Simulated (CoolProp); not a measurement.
R507A at 260.68 K and 1.37 MPa is throttled through a valve to 0.428 MPa with no heat exchange. Each further row changes one setting.

Model: reference Helmholtz-energy equation of state, Lemmon 2003, in CoolProp. It is a pseudo-pure fit of the blend.

```
case                       temperature change (K)                       final phase  final density (kg/m³)
-------------------------  ----------------------  --------------------------------  ---------------------
as stated                                    +0.1                            liquid                   1200
outlet pressure 0.128 MPa                   -29.3  two-phase, vapour fraction 0.196                   34.7
outlet pressure 0.556 MPa                    +0.1                            liquid                   1200
```
